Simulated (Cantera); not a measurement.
What does this Cantera script print?

```python
import numpy as np
import cantera as ct

gas_names = """
    H HO2 H2 H2O H2O2 O OH O2 O3 Si SiH SiH2 SiH3 SiH4 SiO SiO2 Si2 Si3
""".split()
cond_names = """
    H2O(s) H2O(L) Si(cr) Si(L) SiO2(Lqz) SiO2(hqz) SiO2(L)
""".split()


# ... load() reads the species with a 1 bar reference pressure and builds the phases ...
atoms = {
    'SiH4': {'Si': 1, 'H': 4},
    'O2': {'O': 2},
}
top_T = {}  # K; cautious upper limits of use, not melting points


# ... equilibrate(T, P, feed) seeds the gas with the atoms and calls Mixture.equilibrate('TP', solver="vcs", rtol=1e-11, max_steps=5000) ...
results = []
feed = {'SiH4': 1, 'O2': 26}  # mol
T = 1175  # K
P = 44000  # Pa
mix = equilibrate(T, P, feed)
results.append((T, P, feed, dict(zip(mix.species_names, mix.species_moles))))
x = sorted(zip(gas.X, gas.species_names), reverse=True)
print(f"T = {T:g} K  P = {P:g} Pa  gas = {mix.phase_moles(0):.4g} mol")
print("   x: " + "  ".join(f"{s} {v:.3e}" for v, s in x if v > 0.001))
print("   condensed (mol): " + ("  ".join(f"{mix.phase(i).name} {mix.phase_moles(i):.4g}"
      for i in range(1, mix.n_phases) if mix.phase_moles(i) > 1e-12) or "none"))
```

It prints:

```
T = 1175 K  P = 44000 Pa  gas = 26 mol
   x: O2 9.231e-01  H2O 7.692e-02
   condensed (mol): SiO2(hqz) 1
```

Method: chemical equilibrium by Gibbs-energy minimisation in Cantera with the NASA 1993 tables (ideal gas, pure condensed phases). The tables hold silica as quartz up to 1696 K and as liquid above; real silica turns to tridymite and cristobalite and melts near 1996 K.
